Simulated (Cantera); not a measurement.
Hydrocarbon pyrolysis for carbon deposition

An isothermal, constant-pressure homogeneous reactor starts with CH4 : N2 = 1 : 200 (molar parts), at 1375 K and 13300 Pa.

Computed with Cantera and GRI-Mech 3.0 (53 species, 325 reactions). GRI-Mech 3.0 stops at C3 and has no aromatics, soot or wall deposition, so with more carbon than oxygen in the feed, carbon stays in small species such as C2H2 where larger ones or solid carbon would form.

| t (s) | x CH4 | x C2H2 | x C2H | x H2 | x CH2 | x C2H4 | x CH3 |
|---|---|---|---|---|---|---|---|
| 0.000300 | 0.00498 | <1e-12 | <1e-12 | 2.40e-9 | <1e-12 | <1e-12 | 6.11e-9 |
| 0.000802 | 0.00498 | <1e-12 | <1e-12 | 8.51e-9 | <1e-12 | <1e-12 | 1.84e-8 |
| 0.00214 | 0.00498 | <1e-12 | <1e-12 | 2.51e-8 | <1e-12 | <1e-12 | 5.16e-8 |
| 0.00573 | 0.00497 | <1e-12 | <1e-12 | 6.94e-8 | <1e-12 | 1.25e-11 | 1.40e-7 |
| 0.0153 | 0.00497 | <1e-12 | <1e-12 | 1.88e-7 | 1.11e-12 | 2.45e-10 | 3.76e-7 |
| 0.0410 | 0.00497 | 1.73e-11 | <1e-12 | 5.14e-7 | 7.03e-12 | 4.56e-9 | 9.83e-7 |
| 0.110 | 0.00497 | 8.46e-10 | <1e-12 | 1.50e-6 | 3.92e-11 | 7.59e-8 | 2.37e-6 |
| 0.293 | 0.00497 | 3.47e-8 | <1e-12 | 5.65e-6 | 1.66e-10 | 9.82e-7 | 4.96e-6 |
| 0.783 | 0.00494 | 1.15e-6 | <1e-12 | 3.16e-5 | 5.50e-10 | 9.60e-6 | 9.20e-6 |
| 2.09 | 0.00478 | 2.66e-5 | 4.80e-12 | 0.000206 | 1.13e-9 | 5.53e-5 | 1.32e-5 |
| 5.60 | 0.00434 | 0.000223 | 2.63e-11 | 0.000845 | 9.11e-10 | 8.11e-5 | 1.11e-5 |
| 15.0 | 0.00365 | 0.000614 | 5.63e-11 | 0.00193 | 5.70e-10 | 3.76e-5 | 7.93e-6 |
| 40.0 | 0.00268 | 0.00112 | 9.14e-11 | 0.00340 | 3.56e-10 | 1.55e-5 | 5.32e-6 |
x: mole fraction; the columns are a selection and need not sum to one.

Equilibrium at this temperature and pressure: CH4 3.40e-6, C2H2 0.000117, C2H 1.03e-11, H2 0.00742, CH2 <1e-12, C2H4 1.28e-7, CH3 7.43e-9 (gas phase only).
